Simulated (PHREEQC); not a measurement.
Solution (25 °C): 0.26 mol NaNO3 per kg of water. Closed to the air; pH follows from the charge balance.

The numbers come from PHREEQC with the ion-association model, phreeqc.dat.

| Item | Value |
|---|---|
| ionic strength | 0.260 mol/kgw |
| activity of water | 0.991 |
| specific conductance | 24200 µS/cm |
| density | 1.011 g/cm³ |

```tsv
species	molality	activity	log γ
NO3-	0.260	0.174	-0.173
Na+	0.260	0.191	-0.133
H+	1.36e-7	1.07e-7	-0.104
OH-	1.36e-7	9.35e-8	-0.164
```

No solid was allowed to form. Complexes and solids missing from the database can't appear.
